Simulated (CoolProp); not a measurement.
Vapour-liquid equilibrium of R134a (1) + R236FA (2) at 246 K; x and y are mole fractions of (1).

The numbers come from the multi-fluid Helmholtz-energy mixture model, Tillner-Roth 1994 and Pan 2012; pair parameters Bell 2016 in CoolProp.

| x | bubble pressure (MPa) | y at the bubble point | dew pressure at overall composition x (MPa) | liquid density (mol/L) |
|---|---|---|---|---|
| 0.05 | 0.03358 | 0.140 | 0.03143 | 10.16 |
| 0.125 | 0.03841 | 0.305 | 0.03321 | 10.37 |
| 0.2 | 0.04324 | 0.433 | 0.03520 | 10.59 |
| 0.275 | 0.04809 | 0.536 | 0.03744 | 10.81 |
| 0.35 | 0.05295 | 0.621 | 0.03999 | 11.05 |
| 0.425 | 0.05784 | 0.692 | 0.04290 | 11.29 |
| 0.5 | 0.06276 | 0.753 | 0.04626 | 11.55 |
| 0.575 | 0.06771 | 0.805 | 0.05018 | 11.81 |
| 0.65 | 0.07271 | 0.850 | 0.05482 | 12.08 |
| 0.725 | 0.07774 | 0.890 | 0.06040 | 12.37 |
| 0.8 | 0.08281 | 0.925 | 0.06723 | 12.67 |
| 0.875 | 0.08790 | 0.956 | 0.07581 | 12.98 |
| 0.95 | 0.09302 | 0.983 | 0.08693 | 13.30 |

No azeotrope shows between x = 0.05 and 0.95.

Pair parameters are fitted to limited data, so mixtures are less certain than the pure fluids.
